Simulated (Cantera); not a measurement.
# Hydrocarbon pyrolysis for carbon deposition

An isothermal, constant-pressure homogeneous reactor starts with 25.6 % C₂H₆, 74.4 % N₂, at 1525 K and 0.132 atm.

Cantera simulation using GRI-Mech 3.0 (53 species, 325 reactions); the numbers are that mechanism's predictions, not measurements. GRI-Mech 3.0 stops at C3 and has no aromatics, soot or wall deposition, so with more carbon than oxygen in the feed, carbon stays in small species such as C2H2 where larger ones or solid carbon would form.

```
t (s)       x C₂H₆       x H  x C₂H₂    x HCN   x C₂H₄   x CH₄     x CH₃
--------  --------  --------  ------  -------  -------  ------  --------
0.000900    0.0217  0.000210  0.0352  8.47e-8    0.112  0.0738   0.00299
0.00181    0.00345  0.000128  0.0628  9.03e-8   0.0933  0.0794   0.00116
0.00365   0.000540   6.10e-5  0.0837  8.99e-8   0.0713  0.0785  0.000471
0.00735   0.000104   3.08e-5  0.0989  8.87e-8   0.0540  0.0772  0.000220
0.0148     3.19e-5   1.97e-5   0.112  8.75e-8   0.0391  0.0760  0.000132
0.0298     2.13e-5   1.82e-5   0.125  8.63e-8   0.0236  0.0747  0.000115
0.0600     2.06e-5   2.00e-5   0.138  8.51e-8  0.00899  0.0730  0.000118
0.121      2.03e-5   2.13e-5   0.144  8.47e-8  0.00216  0.0712  0.000120
0.243      1.90e-5   2.19e-5   0.146  8.51e-8  0.00138  0.0686  0.000117
0.490      1.67e-5   2.26e-5   0.147  8.58e-8  0.00137  0.0638  0.000110
0.986      1.31e-5   2.40e-5   0.150  8.74e-8  0.00138  0.0556   9.87e-5
1.99       8.60e-6   2.64e-5   0.154  9.06e-8  0.00142  0.0436   8.08e-5
4.00       4.37e-6   2.98e-5   0.159  9.67e-8  0.00147  0.0293   5.82e-5
```
x: mole fraction; the columns are a selection and need not sum to one.

Equilibrium at this temperature and pressure: C₂H₆ 3.43e-7, H 3.76e-5, C₂H₂ 0.111, HCN 0.112, C₂H₄ 0.00108, CH₄ 0.00551, CH₃ 1.26e-5 (gas phase only).
